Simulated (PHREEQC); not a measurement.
Solution (25 °C): 0.23 mol/kgw NaHCO3. Closed to the air; pH follows from the charge balance.

Equilibrium calculation in PHREEQC: ion-association model, phreeqc.dat.

Precipitation was switched off in this run.

Q: Predict the pH, activity of water, ionic strength.

A: pH 7.90; activity of water 0.992; ionic strength 0.216 mol/kgw.

Q: In which forms is Na present?

A: Na+ 93 %, NaHCO3 5.7 %, NaCO3- 1.0 % of the Na.
